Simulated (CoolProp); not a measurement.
Vapour-liquid equilibrium of carbon dioxide (1) + R143a (2) at 1340 kPa; x and y are mole fractions of (1).

Model: multi-fluid Helmholtz-energy mixture model, Span 1996 and Lemmon and Jacobsen 2000; pair parameters Bell 2016, in CoolProp.

```json
[
 {"x": "0.05", "bubble temperature (K)": "295.4", "y at the bubble point": "0.135", "dew temperature at overall composition x (K)": "298.7", "liquid density (mol/L)": "11.44"},
 {"x": "0.2", "bubble temperature (K)": "?", "y at the bubble point": "0.487", "dew temperature at overall composition x (K)": "?", "liquid density (mol/L)": "13.02"},
 {"x": "0.35", "bubble temperature (K)": "267.2", "y at the bubble point": "0.707", "dew temperature at overall composition x (K)": "286.6", "liquid density (mol/L)": "14.68"},
 {"x": "0.5", "bubble temperature (K)": "257.9", "y at the bubble point": "0.827", "dew temperature at overall composition x (K)": "279.4", "liquid density (mol/L)": "16.43"},
 {"x": "0.65", "bubble temperature (K)": "251.4", "y at the bubble point": "0.896", "dew temperature at overall composition x (K)": "?", "liquid density (mol/L)": "18.36"},
 {"x": "0.8", "bubble temperature (K)": "246.6", "y at the bubble point": "0.944", "dew temperature at overall composition x (K)": "260.2", "liquid density (mol/L)": "20.64"},
 {"x": "0.95", "bubble temperature (K)": "242.5", "y at the bubble point": "0.986", "dew temperature at overall composition x (K)": "246.0", "liquid density (mol/L)": "23.49"}
]
```

### Question
Some entries are withheld; supply them.

### Answer

- 0.2, bubble temperature (K): 280.1
- 0.2, dew temperature at overall composition x (K): 292.9
- 0.65, dew temperature at overall composition x (K): 270.9

No azeotrope shows between x = 0.05 and 0.95.

The pair parameters rest on a limited set of measurements; away from them the model extrapolates. The gap from Raoult's law changes sign with composition, which may be real or a fault of the pair parameters; it wasn't checked against measurements.
